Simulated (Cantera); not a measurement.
Input: 1 mol Pb, 0.27 mol CO, 0.15 mol N₂, held at 17000 Pa.

These are equilibrium values from Cantera (NASA tables, ideal gas, pure condensed phases), not measurements of a reactor. Candidate condensed phases: C, Pb, PbO, PbO₂, Pb₃O₄; 27 gas species. Kinetics and transport are ignored.

**Question.** At 702 °C, list the 4 most abundant gas species with their mole fractions, and the condensed phases.

**Answer.** CO 0.571, N₂ 0.376, CO₂ 0.0532, Pb 5.39e-5. Condensed: C(graphite) + Pb(l).
